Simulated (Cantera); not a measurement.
Mixture: 8.83 % C2H4, 16.6 % O2, 62.2 % N2, 12.4 % H2O, at 370000 Pa, adiabatic and at constant pressure. Ignition delay is the time to a rise of 400 K.

Model: GRI-Mech 3.0 (53 species, 325 reactions), integrated in Cantera. GRI-Mech 3.0 was tuned for natural gas; its chemistry of ethylene as a main component is partial and can be far from experiment.

Problem. Predict: delay at 1450 K; delay at 1525 K; delay at 1600 K; delay at 1675 K; delay at 1750 K; apparent activation energy between 1600 and 1750 K.

Solution. 
| Property | Value |
|---|---|
| delay at 1450 K | 12.5 µs |
| delay at 1525 K | 7.97 µs |
| delay at 1600 K | 5.70 µs |
| delay at 1675 K | 4.36 µs |
| delay at 1750 K | 3.47 µs |
| apparent activation energy between 1600 and 1750 K | 77 kJ/mol |
